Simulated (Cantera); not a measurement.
# Reactions in the system C-N-O-Ta

Source: NASA polynomial tables (part measured, part estimated), evaluated in Cantera. Values are per mole of reaction as written; species without (g) are pure solids or liquids, kept so even where they would boil at 1 bar. TaC: taken at fixed stoichiometry.

3 Ta + 3 CO2(g) + 2 N2O(g) → 4 NO2(g) + 3 TaC

```csv
T (K),ΔH° (kJ),ΔS° (J/K),ΔG° (kJ),log10 K
300,721.8,-118.0,757.2,-131.84
1650,730.8,-109.7,911.8,-28.86
1675,731.1,-109.5,914.5,-28.52
1700,731.4,-109.3,917.2,-28.18
1725,731.6,-109.2,920.0,-27.86
1750,731.9,-109.0,922.7,-27.54
1775,732.2,-108.9,925.4,-27.23
1800,732.5,-108.7,928.1,-26.93
```
